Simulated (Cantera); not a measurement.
# Adiabatic ignition

An adiabatic, constant-pressure homogeneous reactor starts with 1.65 % CO, 1.42 % H2, 2.31 % CH4, 19.8 % O2, 74.6 % N2, 0.198 % C2H6, at 1800 K and 760 Torr.

Cantera simulation using GRI-Mech 3.0 (53 species, 325 reactions); the numbers are that mechanism's predictions, not measurements.

| t (s) | T (K) | x CO | x H2 | x CH4 | x OH | x CH2O |
|---|---|---|---|---|---|---|
| 8.00e-6 | 1797 | 0.0165 | 0.0141 | 0.0226 | 0.000118 | 0.000141 |
| 1.83e-5 | 1874 | 0.0218 | 0.0150 | 0.0135 | 0.00145 | 0.00154 |
| 4.20e-5 | 2145 | 0.0214 | 0.00338 | <1e-12 | 0.0134 | 1.44e-11 |
| 9.61e-5 | 2244 | 0.0113 | 0.00316 | <1e-12 | 0.0142 | 7.06e-12 |
| 0.000220 | 2356 | 0.00796 | 0.00208 | <1e-12 | 0.0127 | 3.79e-12 |
| 0.000504 | 2442 | 0.00483 | 0.00119 | <1e-12 | 0.0103 | 1.80e-12 |
| 0.00115 | 2470 | 0.00363 | 0.000899 | <1e-12 | 0.00919 | 1.30e-12 |
| 0.00264 | 2470 | 0.00355 | 0.000880 | <1e-12 | 0.00907 | 1.27e-12 |
| 0.00605 | 2466 | 0.00350 | 0.000869 | <1e-12 | 0.00894 | 1.23e-12 |
| 0.0139 | 2460 | 0.00341 | 0.000849 | <1e-12 | 0.00873 | 1.17e-12 |
| 0.0317 | 2452 | 0.00331 | 0.000827 | <1e-12 | 0.00850 | 1.11e-12 |
| 0.0727 | 2449 | 0.00326 | 0.000817 | <1e-12 | 0.00839 | 1.08e-12 |
| 0.167 | 2449 | 0.00326 | 0.000817 | <1e-12 | 0.00839 | 1.08e-12 |
| 0.381 | 2449 | 0.00326 | 0.000817 | <1e-12 | 0.00839 | 1.08e-12 |
| 0.873 | 2449 | 0.00326 | 0.000817 | <1e-12 | 0.00839 | 1.08e-12 |
| 2.00 | 2449 | 0.00326 | 0.000817 | <1e-12 | 0.00839 | 1.08e-12 |
x: mole fraction; the columns are a selection and need not sum to one.

```json
{
 "time_of_steepest_temperature_rise": "22.4 µs",
 "temperature at 2.00 s": "2449 K",
 "equilibrium_temperature": "2449 K",
 "x(CO) at 2.00 s": "0.00326 (gas-phase equilibrium 0.00326)",
 "x(H2) at 2.00 s": "0.000817 (gas-phase equilibrium 0.000817)",
 "x(CH4) at 2.00 s": "<1e-12 (gas-phase equilibrium <1e-12)"
}
```
